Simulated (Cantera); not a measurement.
A closed system holds: 1 mol Al(CH3)3, a varied amount of O2, 2.9 mol N2, at 1700 K and 1.33 mbar.

Equilibrium computed with Cantera from the NASA thermochemical tables; the gas is ideal and each condensed phase is pure. Candidate condensed phases: Al, AlN, Al2O3, C, C6H6, C7H8, C8H18, H2O; 148 gas species. The feed counts by its element totals alone. Mutual solubility and eutectic melting of coexisting phases are not modelled. Kinetics and transport are ignored.

x: gas mole fraction; n: condensed amount in mol.

| n(O2) (mol) | x H2 | x H2O | x O2 | x CO | x N2 | x CO2 | n AlN(s) | n Al2O3(s) |
|---|---|---|---|---|---|---|---|---|
| 1.5 | 0.452 | 8.98e-7 | <1e-12 | 0.302 | 0.242 | 1.76e-7 | 0.987 | 0 |
| 2 | 0.437 | 1.82e-6 | <1e-12 | 0.292 | 0.267 | 3.56e-7 | 0.320 | 0.333 |
| 2.6 | 0.376 | 0.0553 | 6.57e-9 | 0.276 | 0.278 | 0.0119 | 0 | 0.500 |
| 3.4 | … | … | … | … | 0.279 | … | 0 | 0.500 |
| 4.5 | 0.122 | 0.309 | 1.94e-6 | 0.166 | 0.279 | 0.123 | 0 | 0.500 |
| 5.9 | … | … | … | … | 0.278 | … | 0 | 0.500 |
| 7.8 | 0.000526 | 0.366 | 0.146 | 0.00120 | 0.237 | 0.244 | 0 | 0.500 |
| 10 | 0.000325 | 0.310 | 0.276 | 0.000742 | 0.200 | 0.207 | 0 | 0.500 |
| 13 | 0.000223 | 0.256 | 0.400 | 0.000510 | 0.165 | 0.172 | 0 | 0.500 |

### Question
What belongs in the gaps?

### Answer

- 3.4, x H2: 0.258
- 3.4, x H2O: 0.173
- 3.4, x O2: 1.37e-7
- 3.4, x CO: 0.241
- 3.4, x CO2: 0.0474
- 5.9, x H2: 0.00689
- 5.9, x H2O: 0.424
- 5.9, x O2: 0.00115
- 5.9, x CO: 0.0151
- 5.9, x CO2: 0.273
